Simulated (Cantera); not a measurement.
Feed: 1 mol C6H6, 1.9 mol O2, 12 mol N2, held at 1525 K and 1 atm.

Method: chemical equilibrium by Gibbs-energy minimisation in Cantera with the NASA 1993 tables (ideal gas, pure condensed phases). Candidate condensed phases: C, C6H6, C7H8, C8H18, H2O; 136 gas species. Kinetics and transport are ignored.

Base state: N2 0.638, CO 0.202, H2 0.159, HCN 0.000401, CH4 5.86e-5, H2O 4.69e-5, CO2 2.21e-5 (mole fractions); condensed: C(graphite).

Question: What changes in the equilibrium state with this change: O2 from 1.9 to 1.3 mol?

Answer: 
| species | before | after |
|---|---|---|
| N2 | 0.638 | 0.682 |
| H2 | 0.159 | 0.170 |
| CO | 0.202 | 0.148 |
| CO2 | 2.21e-5 | 1.18e-5 |
| H2O | 4.69e-5 | 3.66e-5 |
| C(graphite), mol | 2.19 | 3.39 |

Question: What changes in the equilibrium state with this change: 1.2 mol CO2 added?

Answer: 
```csv
species,before,after
N2,0.638,0.566
CO,0.202,0.292
H2,0.159,0.141
CO2,2.21e-5,4.63e-5
H2O,4.69e-5,6.02e-5
"C(graphite), mol",2.19,0.994
```
